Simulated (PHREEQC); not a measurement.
Consider water at 90 °C with 0.074 mol NiCl2 and 0.117 mol NaOH per kg of water. Closed to the air; pH follows from the charge balance.

The numbers come from PHREEQC with the ion-association model, wateq4f.dat.

- pH = 10.44
- ionic strength = 0.170 mol/kgw
- activity of water = 0.994
- total alkalinity = 117 meq/kg

| species | molality | activity | log γ |
|---|---|---|---|
| Cl- | 0.148 | 0.102 | -0.159 |
| Na+ | 0.117 | 0.0844 | -0.142 |
| NiOH+ | 0.0503 | 0.0364 | -0.141 |
| Ni(OH)2 | 0.0163 | 0.0170 | 0.017 |
| OH- | 0.0148 | 0.0102 | -0.162 |
| Ni(OH)3- | 0.00643 | 0.00465 | -0.141 |
| Ni+2 | 0.000827 | 0.000226 | -0.564 |
| NiCl+ | 8.04e-5 | 5.81e-5 | -0.141 |
| NiCl2 | 2.08e-5 | 2.16e-5 | 0.017 |

No solid was allowed to form. Species that the database lacks are ignored. In wateq4f.dat the enthalpy of Ni(OH)2 has the wrong sign, so its saturation index can't be trusted away from 25 °C. Constants without temperature data keep their 25 °C values here.
